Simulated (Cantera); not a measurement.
Feed: 1 mol SiCl4, 0.22 mol NH3, 5.5 mol H2, held at 1725 K and 0.000130 bar.

Cantera equilibrium calculation (NASA polynomials, part measured and part estimated; ideal gas, pure solids and liquids). Candidate condensed phases: NH4Cl, Si, Si3N4; 28 gas species. The tables' values for SiCl, SiCl3 are old estimates; treat these amounts as uncertain. Rates play no part.

Base state: H2 0.594, HCl 0.251, SiCl2 0.120, N2 0.0137, H 0.0126, Cl 0.00411, Si 0.00257, SiCl 0.00131 (mole fractions); condensed: gas only.

### Question
What changes in the equilibrium state with this change: H2 from 5.5 to 1.9 mol?

### Answer
```tsv
species	before	after
HCl	0.251	0.446
H2	0.594	0.281
SiCl2	0.120	0.225
Cl	0.00411	0.0106
N2	0.0137	0.0251
H	0.0126	0.00864
SiCl4	1.57e-6	1.97e-5
SiH	3.22e-5	6.21e-6
SiCl3	0.000318	0.00154
Si	0.00257	0.000718
SiCl	0.00131	0.000950
```
The tables' values for SiCl3, SiCl are old estimates; treat these amounts as uncertain.

### Question
What changes in the equilibrium state with this change: pressure from 0.000130 bar to 0.00133 bar?

### Answer
```json
[
 {"species": "H2", "before": "0.594", "after": "0.605"},
 {"species": "HCl", "before": "0.251", "after": "0.250"},
 {"species": "SiCl2", "before": "0.120", "after": "0.124"},
 {"species": "H", "before": "0.0126", "after": "0.00396"},
 {"species": "N2", "before": "0.0137", "after": "0.0138"},
 {"species": "SiCl4", "before": "1.57e-6", "after": "1.62e-5"},
 {"species": "Si", "before": "0.00257", "after": "0.000265"},
 {"species": "SiCl3", "before": "0.000318", "after": "0.00103"}
]
```
The tables' values for SiCl3, SiCl are old estimates; treat these amounts as uncertain.

### Question
What changes in the equilibrium state with this change: temperature from 1725 K to 1098.15 K?

### Answer
| species | before | after |
|---|---|---|
| H2 | 0.594 | 0.681 |
| HCl | 0.251 | 0.206 |
| SiCl2 | 0.120 | 0.0511 |
| SiCl4 | 1.57e-6 | 0.0463 |
| H | 0.0126 | 1.80e-6 |
| N2 | 0.0137 | 2.70e-5 |
| SiCl3 | 0.000318 | 0.0130 |
| Si | 0.00257 | <1e-9 |
| SiCl | 0.00131 | 1.49e-8 |
| Si3N4(s), mol | 0 | 0.0549 |
The tables' values for SiCl3 are old estimates; treat these amounts as uncertain.
